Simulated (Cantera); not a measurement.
# Thermodynamics of boron, boron nitride and boron oxide, feed BF₃ + O₂ + H₂

Feed: 1 mol BF₃, 0.41 mol O₂, 110 mol H₂, at 27.0 mbar.

These are equilibrium values from Cantera (NASA tables, ideal gas, pure condensed phases), not measurements of a reactor. Candidate condensed phases: B, B₂O₃, B₃O₃H₃, H₂O; 43 gas species. The tables' values for BF₂ are old estimates; treat these amounts as uncertain. The numbers say what is thermodynamically allowed, not how fast it happens.

From 1525 °C to 2125 °C nothing is condensed. The main B-bearing gas is BOF throughout.

```json
[
 {"T (°C)": "1525", "log p H₂": "-1.58", "log p H": "-4.24", "log p HF": "-3.36", "log p BOF": "-3.73", "log p BF": "-5.04"},
 {"T (°C)": "1575", "log p H₂": "-1.58", "log p H": "-4.07", "log p HF": "-3.34", "log p BOF": "-3.74", "log p BF": "-4.85"},
 {"T (°C)": "1625", "log p H₂": "-1.58", "log p H": "-3.90", "log p HF": "-3.33", "log p BOF": "-3.75", "log p BF": "-4.72"},
 {"T (°C)": "1675", "log p H₂": "-1.58", "log p H": "-3.74", "log p HF": "-3.32", "log p BOF": "-3.75", "log p BF": "-4.62"},
 {"T (°C)": "1725", "log p H₂": "-1.58", "log p H": "-3.59", "log p HF": "-3.31", "log p BOF": "-3.77", "log p BF": "-4.55"},
 {"T (°C)": "1775", "log p H₂": "-1.59", "log p H": "-3.44", "log p HF": "-3.31", "log p BOF": "-3.78", "log p BF": "-4.50"},
 {"T (°C)": "1825", "log p H₂": "-1.59", "log p H": "-3.31", "log p HF": "-3.30", "log p BOF": "-3.79", "log p BF": "-4.46"},
 {"T (°C)": "1875", "log p H₂": "-1.59", "log p H": "-3.18", "log p HF": "-3.30", "log p BOF": "-3.81", "log p BF": "-4.43"},
 {"T (°C)": "1925", "log p H₂": "-1.60", "log p H": "-3.05", "log p HF": "-3.29", "log p BOF": "-3.84", "log p BF": "-4.41"},
 {"T (°C)": "1975", "log p H₂": "-1.60", "log p H": "-2.93", "log p HF": "-3.28", "log p BOF": "-3.86", "log p BF": "-4.40"},
 {"T (°C)": "2025", "log p H₂": "-1.61", "log p H": "-2.82", "log p HF": "-3.28", "log p BOF": "-3.89", "log p BF": "-4.38"},
 {"T (°C)": "2075", "log p H₂": "-1.61", "log p H": "-2.72", "log p HF": "-3.28", "log p BOF": "-3.93", "log p BF": "-4.37"},
 {"T (°C)": "2125", "log p H₂": "-1.62", "log p H": "-2.61", "log p HF": "-3.27", "log p BOF": "-3.97", "log p BF": "-4.37"}
]
```
log p: log10 of the partial pressure in bar; nothing condenses.
